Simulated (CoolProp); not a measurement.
Vapour-liquid equilibrium of R1234ze(E) (1) + R227EA (2) at 1.1 MPa; x and y are mole fractions of (1).

Values from CoolProp's multi-fluid Helmholtz-energy mixture model, Thol 2016 and Lemmon 2016; pair parameters Bell 2023.

| x | bubble temperature (°C) | y at the bubble point | dew temperature at overall composition x (°C) | liquid density (mol/L) |
|---|---|---|---|---|
| 0.05 | 56.9 | 0.055 | 57.0 | 7.330 |
| 0.125 | 56.5 | 0.136 | 56.6 | 7.457 |
| 0.2 | 56.1 | 0.215 | 56.2 | 7.588 |
| 0.275 | 55.7 | 0.292 | 55.8 | 7.722 |
| 0.35 | 55.3 | 0.368 | 55.4 | 7.861 |
| 0.425 | 55.0 | 0.442 | 55.1 | 8.004 |
| 0.5 | 54.7 | 0.516 | 54.8 | 8.151 |
| 0.575 | 54.5 | 0.588 | 54.5 | 8.304 |
| 0.65 | 54.3 | 0.660 | 54.3 | 8.461 |
| 0.725 | 54.1 | 0.732 | 54.2 | 8.625 |
| 0.8 | 54.0 | 0.804 | 54.0 | 8.794 |
| 0.875 | 53.9 | 0.877 | 53.9 | 8.970 |
| 0.95 | 53.9 | 0.950 | 53.9 | 9.153 |

No azeotrope shows between x = 0.05 and 0.95.

Pair parameters are fitted to limited data, so mixtures are less certain than the pure fluids.
